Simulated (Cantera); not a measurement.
Feed: 1 mol BN, 0.37 mol H2, equilibrated at 1927 °C.

Cantera equilibrium calculation (NASA polynomials, part measured and part estimated; ideal gas, pure solids and liquids). Candidate condensed phases: B, BN; 15 gas species. Mutual solubility and eutectic melting of coexisting phases are not modelled. Gases not in the tables: B2H6 and higher boranes. Rates play no part.

Question: Which condensed phases are stable at each of these points (P (Pa)): 1, 5.60, 32, 180, 1000, 5600, 32000, 180000, 1000000?

Answer: 
```json
[
 {"P (Pa)": "1", "condensed phases": "B(s)", "B condensed (%)": "55.9"},
 {"P (Pa)": "5.60", "condensed phases": "B(s)", "B condensed (%)": "94.6"},
 {"P (Pa)": "32", "condensed phases": "B(s)", "B condensed (%)": "99.1"},
 {"P (Pa)": "180", "condensed phases": "B(s)", "B condensed (%)": "99.8"},
 {"P (Pa)": "1000", "condensed phases": "B(s) + BN(s)", "B condensed (%)": "99.9"},
 {"P (Pa)": "5600", "condensed phases": "B(s) + BN(s)", "B condensed (%)": "99.9"},
 {"P (Pa)": "32000", "condensed phases": "B(s) + BN(s)", "B condensed (%)": "99.9"},
 {"P (Pa)": "180000", "condensed phases": "B(s) + BN(s)", "B condensed (%)": "99.9"},
 {"P (Pa)": "1000000", "condensed phases": "BN(s)", "B condensed (%)": "100.0"}
]
```

From 1.00 Pa to 1.80 mbar the condensed part is B(s). From 10.0 mbar to 1.80 bar the condensed part is B(s) + BN(s). At 10.0 bar the condensed part is BN(s). The share of B in condensed phases is highest at 10.0 bar (100.0 %) and lowest at 1.00 Pa (55.9 %).
